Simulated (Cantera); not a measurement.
Gas mixture: 100 % C2H6, at 20.0 Torr, frozen composition.

Cantera's kinetic-theory transport with the Lennard-Jones parameters of GRI-Mech 3.0, ideal gas; thermal conductivity in the mixture-averaged form. The composition is frozen, though it would react at the higher temperatures.

D: mixture-averaged diffusion coefficient of that species in the mixture.

| T (K) | ρ (kg/m³) | cp (J/kg/K) | μ (µPa s) | λ (mW/m/K) | Pr | D (cm²/s) O | D (cm²/s) H2O | D (cm²/s) NO |
|---|---|---|---|---|---|---|---|---|
| 400 | 0.0241 | 2167 | ___ | 35.6 | 0.750 | 14.6 | 10.1 | 9.34 |
| 600 | 0.0161 | 2972 | ___ | 69.0 | 0.751 | 29.6 | 22.1 | 19.1 |
| 800 | 0.0121 | 3591 | ___ | 105 | 0.749 | 48.3 | 37.8 | 31.3 |
| 1000 | 0.00964 | 4080 | ___ | 140 | 0.751 | 70.5 | 56.6 | 45.7 |
| 1200 | 0.00803 | 4449 | ___ | 174 | 0.750 | 95.7 | 78.3 | 62.1 |
| 1400 | 0.00689 | 4736 | ___ | 206 | 0.749 | 124 | 103 | 80.4 |
| 1600 | 0.00603 | 4957 | 35.7 | 236 | 0.748 | 155 | 129 | 100 |
| 1800 | 0.00536 | 5127 | ___ | 265 | 0.746 | 188 | 158 | 122 |

Problem. What belongs in the gaps?

Solution. 
- 400, μ (µPa s): 12.3
- 600, μ (µPa s): 17.4
- 800, μ (µPa s): 21.8
- 1000, μ (µPa s): 25.7
- 1200, μ (µPa s): 29.3
- 1400, μ (µPa s): 32.6
- 1800, μ (µPa s): 38.6
